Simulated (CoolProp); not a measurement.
Vapour-liquid equilibrium of isobutene (1) + n-butane (2) at -26.45 °C; x and y are mole fractions of (1).

Values from CoolProp's multi-fluid Helmholtz-energy mixture model, Lemmon 2005 and Bücker 2006; pair parameters Bell 2016.

| x | bubble pressure (MPa) | y at the bubble point | dew pressure at overall composition x (MPa) | liquid density (mol/L) |
|---|---|---|---|---|
| 0.05 | 0.03422 | 0.069 | 0.03403 | 10.84 |
| 0.15 | 0.03552 | 0.195 | 0.03505 | 10.91 |
| 0.25 | 0.03673 | 0.310 | 0.03610 | 10.98 |
| 0.35 | 0.03787 | 0.417 | 0.03715 | 11.05 |
| 0.45 | 0.03894 | 0.517 | 0.03822 | 11.13 |
| 0.55 | 0.03996 | 0.612 | 0.03929 | 11.20 |
| 0.65 | 0.04094 | 0.703 | 0.04036 | 11.28 |
| 0.75 | 0.04188 | 0.791 | 0.04144 | 11.35 |
| 0.85 | 0.04281 | 0.877 | 0.04252 | 11.43 |
| 0.95 | 0.04371 | 0.959 | 0.04360 | 11.51 |

No azeotrope shows between x = 0.05 and 0.95.

Pair parameters are fitted to limited data, so mixtures are less certain than the pure fluids.
